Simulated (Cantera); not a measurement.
Charge: 1 mol CH₄, 0.36 mol NH₃, 5.1 mol H₂, held at 880000 Pa.

Method: chemical equilibrium by Gibbs-energy minimisation in Cantera with the NASA 1993 tables (ideal gas, pure condensed phases). Candidate condensed phases: C, C₆H₆, C₇H₈, C₈H₁₈; 92 gas species. Equilibrium is a limit: real reactors are often held back by kinetics, nucleation or transport.

Task: What share of the C ends up in condensed phases as a function of T (K), at 800, 900, 1000, 1100, 1200, 1300, 1400, 1500, 1600, 1700, 1800, 1900?

Result: 
```json
[
 {"T (K)": "800", "C condensed (%)": "0.0", "as": "-"},
 {"T (K)": "900", "C condensed (%)": "0.0", "as": "-"},
 {"T (K)": "1000", "C condensed (%)": "0.0", "as": "-"},
 {"T (K)": "1100", "C condensed (%)": "0.0", "as": "-"},
 {"T (K)": "1200", "C condensed (%)": "25.6", "as": "C(graphite)"},
 {"T (K)": "1300", "C condensed (%)": "56.9", "as": "C(graphite)"},
 {"T (K)": "1400", "C condensed (%)": "74.4", "as": "C(graphite)"},
 {"T (K)": "1500", "C condensed (%)": "84.0", "as": "C(graphite)"},
 {"T (K)": "1600", "C condensed (%)": "89.4", "as": "C(graphite)"},
 {"T (K)": "1700", "C condensed (%)": "92.4", "as": "C(graphite)"},
 {"T (K)": "1800", "C condensed (%)": "94.0", "as": "C(graphite)"},
 {"T (K)": "1900", "C condensed (%)": "94.5", "as": "C(graphite)"}
]
```
